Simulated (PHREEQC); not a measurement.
A column of 0.1 m (40 cells, dispersivity 0.008 m, 300 s a shift, diffusion coefficient 3e-10 m²/s) holds 0.091 eq of the database's cation exchanger X per kg of pore water, first in equilibrium with 0.0075 mol/kgw KCl, 0.00042 mol/kgw ZnCl2 and 1e-05 mol/kgw HCl. It is flushed with 0.018 mol ZnCl2, 0.00068 mol ZnSO4 and 1e-05 mol HCl per kg of water, at 25 °C. Values are for the last cell. The system is closed to CO2. Nothing may precipitate in this run.

Base run: PHREEQC, ion-association model, phreeqc.dat. Each further column changes one thing. The table gives K in solution (mol/kgw).

| pore volumes | base | exchange capacity from 0.091 to 0.045 eq/kgw | dispersivity from 0.008 to 0.016 m |
|---|---|---|---|
| 0 | 0.00750 | 0.00750 | 0.00750 |
| 1.137 | 0.0214 | 0.0199 | 0.0209 |
| 2.263 | 0.0173 | 0.00518 | 0.0146 |
| 3.612 | 0.00398 | 0.000423 | 0.00491 |
| 4.737 | 0.000923 | 4.78e-5 | 0.00184 |
| 5.862 | 0.000204 | 5.30e-6 | 0.000680 |
| 6.987 | 4.45e-5 | 5.85e-7 | 0.000252 |
